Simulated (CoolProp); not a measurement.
Properties of carbon dioxide along the isotherm 424.3 K (Tc = 304.1 K, pc = 73.77 bar, ω = 0.224).

The numbers come from the reference Helmholtz-energy equation of state, Span 1996 in CoolProp.

```csv
p (bar),phase,density (kg/m³),fugacity coefficient
2.33,gas,2.917,0.9966
4.15,gas,5.209,0.9940
7.38,gas,9.306,0.9893
13.1,gas,16.66,0.9811
23.3,gas,30.08,0.9668
41.5,gas,55.06,0.9417
73.8,supercritical,102.8,0.8993
131,supercritical,198.3,0.8308
233,supercritical,384.0,0.7344
415,supercritical,617.9,0.6465
738,supercritical,805.9,0.6358
```
